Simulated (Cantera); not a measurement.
Input: 1 mol BF3, 6.8 mol N2, held at 2023 K and 2600 Pa.

Equilibrium computed with Cantera from the NASA thermochemical tables; the gas is ideal and each condensed phase is pure. Candidate condensed phases: B, BN; 13 gas species. The tables' values for BF2 are old estimates; treat these amounts as uncertain. The numbers say what is thermodynamically allowed, not how fast it happens.

Base state: N2 0.872, BF3 0.128, F 0.000236, BF2 0.000236 (mole fractions); condensed: gas only.

Q: What changes in the equilibrium state with this change: BF3 replaced by B?

A: 
| species | before | after |
|---|---|---|
| N2 | 0.872 | 1.000 |
| BF3 | 0.128 | 0 |
| F | 0.000236 | 0 |
| BF2 | 0.000236 | 0 |
| BN(s), mol | 0 | 1.000 |
